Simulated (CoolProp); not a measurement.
CF4 (R14) at 423.01 K and 1.83 MPa flows at 1.3 m/s in a round tube of 12.7 mm bore and 45 µm roughness, fully developed (64/Re and Nu = 3.66 if laminar; Colebrook and Gnielinski if turbulent). Each further row changes one setting.

Values from CoolProp's reference Helmholtz-energy equation of state, Platzer 1990. This equation is an older, rougher fit.

```csv
case,Reynolds number,Darcy friction factor,pressure drop (Pa/m),heat-transfer coefficient (W/(m² K)),mass flow (kg/h)
as stated,[?],0.0307,94.5,[?],[?]
velocity 2.6 m/s,64900,0.0292,360,[?],[?]
diameter 25.4 mm,64900,0.0253,39.0,183,110
```

### Question
Complete the blanks.

### Answer

- as stated, Reynolds number: 32400
- as stated, heat-transfer coefficient (W/(m² K)): 221
- as stated, mass flow (kg/h): 27.4
- velocity 2.6 m/s, heat-transfer coefficient (W/(m² K)): 426
- velocity 2.6 m/s, mass flow (kg/h): 54.9

Viscosity comes from a separate model (Huber 2003), an estimate that may be off by 10 % or more. Thermal conductivity comes from a separate model (Huber 2003), an estimate that may be off by 10 % or more.
